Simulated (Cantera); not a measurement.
What does this Cantera script print?

```python
import numpy as np
import cantera as ct

gas_names = """
    Fe H H2 N NH NH2 NH3 N2 N2H2 N2H4
""".split()
cond_names = """
    Fe(a) Fe(c) Fe(d) Fe(L)
""".split()


# ... load() reads the species with a 1 bar reference pressure and builds the phases ...
atoms = {
    'Fe': {'Fe': 1},
    'NH3': {'N': 1, 'H': 3},
    'H2': {'H': 2},
}
top_T = {}  # K; cautious upper limits of use, not melting points


# ... equilibrate(T, P, feed) seeds the gas with the atoms and calls Mixture.equilibrate('TP', solver="vcs", rtol=1e-11, max_steps=5000) ...
results = []
feed = {'Fe': 1, 'NH3': 5, 'H2': 120}  # mol
P = 780  # Pa
for T in [673, 823, 973, 1123, 1273, 1423, 1573, 1723]:
    mix = equilibrate(T, P, feed)
    results.append((T, P, feed, dict(zip(mix.species_names, mix.species_moles))))

top = {s: max(r[3][s] / sum(r[3][g] for g in gas_names) for r in results) for s in gas_names}
cols = sorted((s for s in top if top[s] > 1e-05), key=lambda s: -top[s])[:8]
seen = [c for c in cond_names if any(r[3].get(c, 0) > 1e-12 for r in results)]
print("log10 of partial pressures in bar; condensed amounts in mol")
print(f"{'T/K':>10s}" + "".join(f"{s[:9]:>10s}" for s in cols + seen))
for T, P, feed, n in results:
    ng = sum(n[g] for g in gas_names)
    print(f"{T:10.4g}" + "".join(f"{np.log10(max(n[s] / ng * P / 1e5, 1e-99)):10.3f}" for s in cols)
          + "".join(f"{n.get(c, 0):10.4g}" for c in seen))
```

Output:

```
log10 of partial pressures in bar; condensed amounts in mol
       T/K        H2        N2         H        Fe       NH3     Fe(a)     Fe(c)     Fe(d)
       673    -2.116    -3.824   -15.315   -24.280    -6.958         1         0         0
       823    -2.116    -3.824   -12.193   -18.438    -7.709         1         0         0
       973    -2.116    -3.824   -10.024   -14.420    -8.242         1         0         0
      1123    -2.116    -3.824    -8.429   -11.507    -8.638         1         0         0
      1273    -2.116    -3.824    -7.205    -9.303    -8.945         0         1         0
      1423    -2.116    -3.824    -6.236    -7.574    -9.188         0    0.9996         0
      1573    -2.117    -3.824    -5.449    -6.182    -9.386         0     0.989         0
      1723    -2.118    -3.825    -4.798    -5.040    -9.551         0         0    0.8476
```

Method: chemical equilibrium by Gibbs-energy minimisation in Cantera with the NASA 1993 tables (ideal gas, pure condensed phases).
